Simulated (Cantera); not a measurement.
What does this Cantera script print?

```python
import numpy as np
import cantera as ct

gas = ct.Solution("gri30.yaml")
gas.TPX = 398, 490000, {'CH3OH': 1, 'O2': 1.58, 'N2': 5.94, 'H2O': 2.4}
flame = ct.FreeFlame(gas, width=0.013)
flame.set_refine_criteria(ratio=3, slope=0.08, curve=0.16)
flame.transport_model = "mixture-averaged"
flame.solve(loglevel=0, auto=True)
flame.transport_model = "multicomponent"
flame.soret_enabled = True
flame.solve(loglevel=0, refine_grid=True)
z, T = flame.grid, flame.T
thick = (T[-1] - T[0]) / np.gradient(T, z).max()
show = ['CH3OH', 'O2', 'H2O', 'CO', 'HO2', 'C2H']
print(f"laminar burning velocity  {flame.velocity[0] * 100:.3f} cm/s")
print(f"burnt temperature         {T[-1]:.1f} K")
print(f"thermal thickness         {thick * 1e3:.4f} mm")
print(f"grid points               {len(z)}")
z0 = z[flame.heat_release_rate.argmax()]
print(f"{'z/mm':>9s}{'T/K':>9s}{'u/(m/s)':>9s}" + "".join(f"{s:>11s}" for s in show))
rows = []
for k in (-3, -2, -1.5, -1, -0.5, -0.25, 0, 0.25, 0.5, 1, 2, 4, 8):
    zz = z0 + k * thick
    rows.append([k * thick, np.interp(zz, z, T), np.interp(zz, z, flame.velocity),
                 *(np.interp(zz, z, flame.X[gas.species_index(s)]) for s in show)])
    print(f"{rows[-1][0] * 1e3:9.3f}{rows[-1][1]:9.1f}{rows[-1][2]:9.3f}" + "".join(f"{x:11.3e}" for x in rows[-1][3:]))
```

Result:

```
laminar burning velocity  14.997 cm/s
burnt temperature         1909.6 K
thermal thickness         0.2457 mm
grid points               129
     z/mm      T/K  u/(m/s)      CH3OH         O2        H2O         CO        HO2        C2H
   -0.737    398.5    0.150  9.152e-02  1.446e-01  2.197e-01  8.959e-06  2.448e-08  6.416e-21
   -0.491    402.5    0.152  9.142e-02  1.442e-01  2.197e-01  8.368e-05  2.314e-07 -4.158e-20
   -0.369    419.2    0.158  9.105e-02  1.431e-01  2.207e-01  4.148e-04  1.227e-06  1.640e-19
   -0.246    515.2    0.196  8.751e-02  1.364e-01  2.286e-01  2.493e-03  9.788e-06  8.181e-19
   -0.123    878.5    0.340  6.333e-02  1.061e-01  2.664e-01  1.194e-02  9.391e-05  3.593e-17
   -0.061   1197.3    0.472  3.349e-02  7.523e-02  3.051e-01  2.186e-02  3.889e-04  3.020e-16
    0.000   1553.5    0.622  1.876e-03  3.874e-02  3.501e-01  2.999e-02  4.235e-04  6.696e-13
    0.061   1730.1    0.688  3.556e-07  2.074e-02  3.671e-01  1.500e-02  3.948e-05  9.700e-13
    0.123   1804.1    0.715  1.349e-09  1.467e-02  3.729e-01  7.511e-03  1.795e-05  4.626e-14
    0.246   1859.8    0.735  2.251e-12  1.072e-02  3.781e-01  3.202e-03  6.695e-06  1.671e-16
    0.491   1890.5    0.746  1.028e-15  8.683e-03  3.815e-01  1.377e-03  2.263e-06  2.641e-18
    0.983   1904.3    0.751 -1.854e-15  7.819e-03  3.832e-01  5.875e-04  8.592e-07 -1.853e-17
    1.966   1908.8    0.752  7.898e-17  7.562e-03  3.837e-01  3.227e-04  5.184e-07  3.257e-19
```

Detailed kinetics in Cantera: GRI-Mech 3.0 (53 species, 325 reactions). GRI-Mech 3.0 was tuned for natural gas; its chemistry of methanol as a main component is partial and can be far from experiment. Burning velocities carry a grid error of a few per cent, more on coarse grids.
